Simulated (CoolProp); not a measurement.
Model: reference Helmholtz-energy equation of state, Lemmon 2006, in CoolProp. It is a short technical equation, of lower accuracy than the large ones.

Problem. Give the vapour pressure (kPa), vapour density (kg/m³), enthalpy of vaporisation (kJ/kg), liquid cp (kJ/(kg K)) of saturated toluene at 446.3, 473.7 K.

Solution. 
```csv
T (K),p (kPa),vapour density (kg/m³),enthalpy of vaporisation (kJ/kg),liquid cp (kJ/(kg K))
446.3,452,12.7,315,2.26
473.7,757,21.2,290,2.38
```
